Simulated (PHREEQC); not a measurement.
**Alkaline etch or developer (model solution)**

Solution (25 °C): 0.096 mol TMAH, 5.8e-05 mol H4SiO4 and 3.3e-05 mol Na2CO3 per kg of water. Closed to the air; pH follows from the charge balance.

Equilibrium calculation in PHREEQC: ion-association model, phreeqc.dat.

No solid was allowed to form.

Problem. What pH does the model give?

Solution. pH 12.86.

Problem. In which forms is Si present?

Solution. H3SiO4- 51 %, H2SiO4-2 49 % of the Si.

Complexes and solids missing from the database can't appear. (CH3)4N+ isn't in the database: it is added as a free cation with an ion size of 4 Å.
